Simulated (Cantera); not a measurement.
A perfectly stirred reactor is fed with CH4 : H2 : H = 0.034 : 0.33 : 0.065 (molar parts), at 100.0 Torr; it is held at 2000 K, and followed from long to short residence time.

Detailed kinetics in Cantera: GRI-Mech 3.0 (53 species, 325 reactions). GRI-Mech 3.0 stops at C3 and has no aromatics, soot or wall deposition, so with more carbon than oxygen in the feed, carbon stays in small species such as C2H2 where larger ones or solid carbon would form.

x: mole fraction; the columns are a selection and need not sum to one.

| τ (s) | x CH4 | x H2 | x H | x C2H6 | x C2H | x C2H2 | x C2H4 |
|---|---|---|---|---|---|---|---|
| 2.2 | 0.00178 | 0.955 | 0.00454 | 3.70e-8 | 3.42e-6 | 0.0385 | 3.34e-5 |
| 1.2 | 0.00233 | 0.955 | 0.00462 | 6.48e-8 | 3.45e-6 | 0.0382 | 3.36e-5 |
| 0.62 | ? | 0.954 | 0.00475 | ? | 3.51e-6 | 0.0378 | 3.43e-5 |
| 0.33 | 0.00409 | 0.953 | 0.00493 | 2.14e-7 | 3.60e-6 | 0.0373 | 3.57e-5 |
| 0.18 | ? | 0.952 | 0.00517 | ? | 3.72e-6 | 0.0367 | 3.84e-5 |
| 0.095 | 0.00665 | 0.951 | 0.00553 | 6.45e-7 | 3.90e-6 | 0.0359 | 4.33e-5 |
| 0.051 | 0.00822 | 0.950 | 0.00604 | 1.08e-6 | 4.16e-6 | 0.0350 | 5.15e-5 |
| 0.027 | 0.00994 | 0.948 | 0.00675 | 1.79e-6 | 4.53e-6 | 0.0340 | 6.49e-5 |
| 0.015 | 0.0115 | 0.946 | 0.00766 | 2.77e-6 | 5.00e-6 | 0.0330 | 8.36e-5 |
| 0.0078 | 0.0133 | 0.943 | 0.00903 | 4.33e-6 | 5.70e-6 | 0.0319 | 0.000114 |

Problem. Complete the blanks.

Solution. 
- 0.62, x CH4: 0.00313
- 0.62, x C2H6: 1.20e-7
- 0.18, x CH4: 0.00523
- 0.18, x C2H6: 3.69e-7
